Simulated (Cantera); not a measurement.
A perfectly stirred reactor is fed with 4.82 % CH₄, 0.627 % C₂H₆, 19.7 % O₂, 74.3 % N₂, 0.579 % H₂O, equivalence ratio 0.60, at 10.0 bar; it is adiabatic with a 525 K inlet, and is followed from long to short residence time, starting on the burning branch (τ in s: 0.29, 0.1, 0.036, 0.013, 0.0045, 0.0016, 0.00056, 0.0002, 7e-05, 2.5e-05, 8.7e-06).

Model: GRI-Mech 3.0 (53 species, 325 reactions), integrated in Cantera.

One state of this run: T (K) = 1833; x CH₄ = 3.17e-5; x C₂H₆ = 9.53e-7; x O₂ = 0.0788; x HO₂ = 5.22e-6; x CH₂O = 3.95e-6. x: mole fraction; the columns are a selection and need not sum to one.

Q: Which value of τ (s) does it belong to?
(A) 0.036
(B) 8.7e-6
(C) 0.00020
(D) 0.0045

A: D, 0.0045
